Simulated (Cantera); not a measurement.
A closed system holds: 1 mol B, 0.023 mol Cl2, 4.6 mol H2, held at 800 K and 0.100 bar.

Method: chemical equilibrium by Gibbs-energy minimisation in Cantera with the NASA 1993 tables (ideal gas, pure condensed phases). Candidate condensed phases: B; 13 gas species. Gases not in the tables: BHCl2. Equilibrium is a limit: real reactors are often held back by kinetics, nucleation or transport.

Base state: H2 0.993, HCl 0.00625, BCl3 0.00123 (mole fractions); condensed: B(s).

Task: What changes in the equilibrium state with this change: Cl2 from 0.023 to 0.029 mol?

Result: 
```csv
species,before,after
H2,0.993,0.991
HCl,0.00625,0.00710
BCl3,0.00123,0.00181
"B(s), mol",0.994,0.992
```
